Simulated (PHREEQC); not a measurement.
Consider water at 25 °C with 0.0023 mol KH2PO4 and 0.0055 mol HCl per kg of water. Closed to the air; pH follows from the charge balance.

All values are PHREEQC results (ion-association model, phreeqc.dat), not measurements.

Each row changes one thing in this solution. Precipitation was switched off in this run.

```json
[
 {"case": "as made", "pH": "2.37", "ionic strength (mol/kgw)": "0.00696"},
 {"case": "KH2PO4 left out", "pH": "2.29", "ionic strength (mol/kgw)": "0.00550"},
 {"case": "HCl from 0.0055 to 0.00495 mol/kgw", "pH": "2.41", "ionic strength (mol/kgw)": "0.00646"},
 {"case": "temperature from 25 to 40 °C", "pH": "2.38", "ionic strength (mol/kgw)": "0.00687"},
 {"case": "diluted 10-fold with water", "pH": "3.29", "ionic strength (mol/kgw)": "0.000764"},
 {"case": "KH2PO4 from 0.0023 to 0.00345 mol/kgw", "pH": "2.40", "ionic strength (mol/kgw)": "0.00775"},
 {"case": "temperature from 25 to 45 °C", "pH": "2.38", "ionic strength (mol/kgw)": "0.00685"},
 {"case": "KH2PO4 replaced by Na3PO4 at the same molality", "pH": "3.18", "ionic strength (mol/kgw)": "0.00761"},
 {"case": "KH2PO4 from 0.0023 to 0.00023 mol/kgw", "pH": "2.30", "ionic strength (mol/kgw)": "0.00564"}
]
```

Away from 25 °C the constants follow the database's enthalpies or fits; those with neither stay at their 25 °C values.
